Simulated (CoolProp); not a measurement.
A single-stage vapour-compression cycle with hydrogen sulfide: evaporating at 204.15 K (dew point), condensing at 248.15 K (bubble point), superheat 2 K, subcooling 8 K, compressor efficiency 0.65, no pressure losses. Each further row changes one setting.

Model: reference Helmholtz-energy equation of state, Lemmon 2006, in CoolProp. It is a short technical equation, of lower accuracy than the large ones.

| case | cooling COP | pressure ratio | discharge temperature (K) | refrigerating effect (kJ/kg) | volumetric capacity (kJ/m³) |
|---|---|---|---|---|---|
| as stated | … | 7.18 | 399.6 | 486 | 627 |
| evaporating temperature 209.15 K | 3.00 | 5.48 | … | … | 813 |
| condensing temperature 243.15 K | … | 5.97 | 377.9 | 496 | 640 |
| subcooling 13 K | 2.57 | 7.18 | 399.6 | 496 | 640 |
| superheat 12 K | 2.45 | 7.18 | … | 497 | … |
| compressor efficiency 0.55 | 2.13 | 7.18 | 432.4 | 486 | 627 |

Question: Fill in the missing entries.

Answer: 
- as stated, cooling COP: 2.52
- evaporating temperature 209.15 K, discharge temperature (K): 376.2
- evaporating temperature 209.15 K, refrigerating effect (kJ/kg): 491
- condensing temperature 243.15 K, cooling COP: 2.91
- superheat 12 K, discharge temperature (K): 418.2
- superheat 12 K, volumetric capacity (kJ/m³): 609
